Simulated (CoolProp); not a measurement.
CH3F (R41) along the isotherm 151.85 °C: Z from the reference equation and from simpler models built on Tc = 44.1 °C, pc = 5.906 MPa, ω = 0.200; each cubic takes its own stable root.

Model: reference Helmholtz-energy equation of state, Lemmon 2006, in CoolProp. It is a short technical equation, of lower accuracy than the large ones.

| p (MPa) | phase | reference |
|---|---|---|
| 2.27 | gas | 0.9436 |
| 4.54 | gas | 0.8884 |
| 6.81 | supercritical | 0.8351 |
| 9.09 | supercritical | 0.7847 |
| 11.4 | supercritical | 0.7385 |
| 13.6 | supercritical | 0.7011 |
| 15.9 | supercritical | 0.6710 |
| 18.2 | supercritical | 0.6516 |
| 20.4 | supercritical | 0.6430 |
| 22.7 | supercritical | 0.6430 |
| 25 | supercritical | 0.6503 |
| 27.3 | supercritical | 0.6629 |
| 29.5 | supercritical | 0.6784 |

How far does each simpler model (van der Waals, Redlich-Kwong, Soave-Redlich-Kwong, Peng-Robinson) lie from the reference over these 13 states: mean and median of the absolute difference, and the worst?


- van der Waals: mean 8.2 %, median 5.4 %, worst +24.3 % at 151.85 °C and 29.5 MPa
- Redlich-Kwong: mean 5.7 %, median 3.9 %, worst +14.5 % at 151.85 °C and 29.5 MPa
- Soave-Redlich-Kwong: mean 13.9 %, median 14.9 %, worst +23.8 % at 151.85 °C and 29.5 MPa
- Peng-Robinson: mean 8.1 %, median 8.7 %, worst +15.0 % at 151.85 °C and 27.3 MPa
